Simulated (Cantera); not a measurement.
Cantera with NASA thermochemical tables; ideal gases at 1 bar, condensed phases pure. Values are per mole of reaction as written; species without (g) are pure solids or liquids, kept so even where they would boil at 1 bar.

TaO2(g) + 2 H2O(g) → 4 OH(g) + Ta

```
T (K)  ΔH° (kJ)  ΔS° (J/K)  ΔG° (kJ)  log10 K
-----  --------  ---------  --------  -------
625         ___        ___       ___      ___
725         ___        ___       ___      ___
825       853.6      142.7     735.8   -46.59
925       855.0      144.3     721.4   -40.74
1025      856.2      145.6     706.9   -36.03
1125        ___        ___       ___      ___
1225      858.5      147.7     677.6   -28.89
1325      859.6      148.5     662.8   -26.13
```

Question: Complete the blanks.

Answer: 
- 625, ΔH° (kJ): 850.2
- 625, ΔS° (J/K): 138.1
- 625, ΔG° (kJ): 763.9
- 625, log10 K: -63.84
- 725, ΔH° (kJ): 852.0
- 725, ΔS° (J/K): 140.7
- 725, ΔG° (kJ): 750.0
- 725, log10 K: -54.03
- 1125, ΔH° (kJ): 857.4
- 1125, ΔS° (J/K): 146.7
- 1125, ΔG° (kJ): 692.3
- 1125, log10 K: -32.14
